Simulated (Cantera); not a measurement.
Input: 1 mol B, 2.4 mol H2O, 0.13 mol H2, held at 1.00 Torr.

Equilibrium computed with Cantera from the NASA thermochemical tables; the gas is ideal and each condensed phase is pure. Candidate condensed phases: B, B2O3, B3O3H3, H2O; 23 gas species. Gases not in the tables: H3BO3. The numbers say what is thermodynamically allowed, not how fast it happens.

### Question
Which condensed phases are stable at each of these points (T (K)): 1125, 1175, 1225, 1275, 1325, 1375, 1425, 1475, 1525?

### Answer
| T (K) | condensed phases | B condensed (%) |
|---|---|---|
| 1125 | B2O3(l) | 98.8 |
| 1175 | B2O3(l) | 97.5 |
| 1225 | B2O3(l) | 95.1 |
| 1275 | B2O3(l) | 90.7 |
| 1325 | B2O3(l) | 83.3 |
| 1375 | B2O3(l) | 71.4 |
| 1425 | B2O3(l) | 53.2 |
| 1475 | B2O3(l) | 26.6 |
| 1525 | gas only | 0.0 |

From 1125 K to 1475 K the condensed part is B2O3(l). At 1525 K nothing is condensed. The share of B in condensed phases is highest at 1125 K (98.8 %) and lowest at 1525 K (0.0 %).
